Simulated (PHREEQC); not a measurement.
0.86 g of hydrous ferric oxide (600 m²/g; 0.2 weak and 0.005 strong sites per Fe, Dzombak-Morel constants, diffuse double layer) in 1 kg of water with 0.01 mol/kgw of an inert sodium salt and 0.23 mmol/kgw CuCl2, at 25 °C; the pH is set by adding NaOH or the inert anion's acid. Oxygen alone is held at its pressure in air (log pO2 = -0.68). No CO2 enters from the air. No solid was allowed to form.

Base run: PHREEQC, ion-association model, wateq4f.dat. Each further column changes one thing. The table gives surface potential ψ (mV).

```tsv
pH	base	background salt from 0.01 to 0.001 mol/kgw	oxide from 0.86 to 4.3 g/kgw	0.0062 mol/kgw Na2SO4 added
3	201	225	195	61
3.5	195	[?]	190	60
4	184	204	[?]	60
5	154	171	152	59
5.5	138	152	133	56
6	119	[?]	112	51
6.5	97	[?]	88	[?]
7	72	77	[?]	35
8	19	20	9	12
8.5	-8	-9	-19	-9
9	-35	-37	[?]	-34
```

Question: What belongs in the gaps?

Answer: 
- 3.5, background salt from 0.01 to 0.001 mol/kgw: 218
- 4, oxide from 0.86 to 4.3 g/kgw: 181
- 6, background salt from 0.01 to 0.001 mol/kgw: 130
- 6.5, background salt from 0.01 to 0.001 mol/kgw: 104
- 6.5, 0.0062 mol/kgw Na2SO4 added: 43
- 7, oxide from 0.86 to 4.3 g/kgw: 63
- 9, oxide from 0.86 to 4.3 g/kgw: -46

The database's constant for dissolved Cu(OH)2 is higher than later reviews accept. The oxide is taken as insoluble; below pH 4 it would dissolve.
